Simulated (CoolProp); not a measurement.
Saturated liquid density (kg/m³) of C2F6 (R116): the reference equation beside estimates from Tc = 19.9 °C, pc = 3.048 MPa, ω = 0.257. Rackett uses Z = 0.29056 − 0.08775 ω.

The numbers come from the reference Helmholtz-energy equation of state, Lemmon 2006 in CoolProp. It is a short technical equation, of lower accuracy than the large ones.

```json
[
 {"T (°C)": "-40.85", "reference": "1423", "Rackett": "1492", "van der Waals": "897.5", "Redlich-Kwong": "1271", "Peng-Robinson": "1513"},
 {"T (°C)": "-35.95", "reference": "1395", "Rackett": "1462", "van der Waals": "879.4", "Redlich-Kwong": "1239", "Peng-Robinson": "1477"},
 {"T (°C)": "-31.05", "reference": "1367", "Rackett": "1431", "van der Waals": "860.6", "Redlich-Kwong": "1205", "Peng-Robinson": "1438"},
 {"T (°C)": "-26.05", "reference": "1336", "Rackett": "1399", "van der Waals": "840.3", "Redlich-Kwong": "1168", "Peng-Robinson": "1395"},
 {"T (°C)": "-21.15", "reference": "1304", "Rackett": "1365", "van der Waals": "819.3", "Redlich-Kwong": "1130", "Peng-Robinson": "1350"},
 {"T (°C)": "-16.25", "reference": "1270", "Rackett": "1328", "van der Waals": "796.9", "Redlich-Kwong": "1090", "Peng-Robinson": "1302"},
 {"T (°C)": "-11.25", "reference": "1232", "Rackett": "1289", "van der Waals": "772.4", "Redlich-Kwong": "1046", "Peng-Robinson": "1248"},
 {"T (°C)": "-6.35", "reference": "1192", "Rackett": "1247", "van der Waals": "746.4", "Redlich-Kwong": "999.8", "Peng-Robinson": "1191"},
 {"T (°C)": "-1.45", "reference": "1148", "Rackett": "1201", "van der Waals": "717.8", "Redlich-Kwong": "949.2", "Peng-Robinson": "1127"},
 {"T (°C)": "3.45", "reference": "1098", "Rackett": "1148", "van der Waals": "685.7", "Redlich-Kwong": "892.8", "Peng-Robinson": "1054"}
]
```

Absolute difference from the reference over all 10 rows, mean and median: Rackett 4.7 and 4.7 %, van der Waals 37.2 and 37.2 %, Redlich-Kwong 14.1 and 13.8 %, Peng-Robinson 3.5 and 3.8 %.
